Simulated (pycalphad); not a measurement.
All values are pycalphad results on the COST 507 light-alloy database (1999) (1 atm), not direct measurements. The data set is of 1999 and partly superseded. Amounts are mole fractions of atoms. Diffusion is slow at the low end, where real alloys seldom reach equilibrium.

### Question
Give the equilibrium state of Ti-1.972B (wt.%) at 750 K.

### Answer
hcp, fraction 0.837, with 0.01 B wt.%; BM, fraction 0.163, with 18.4 B wt.%.

### Question
Give the equilibrium state of Ti-1.972B (wt.%) at 1425 K.

### Answer
```
T = 1425.00 K, P = 101325 Pa, N = 1 mol of atoms
G = -85442 J/mol, H = 23336 J/mol, S = 76.34 J/(mol K)  (SER reference)
chemical potentials (J/mol): Ti -76150, B -189750
phase             fraction      x(Ti)       x(B)
BCC_A2              0.8393     0.9983     0.0017
BM                  0.1607     0.5000     0.5000
```

Database names, with the compositions (at.%) that they take in these runs: BM: Ti 50 B 50. BCC_A2 is bcc.
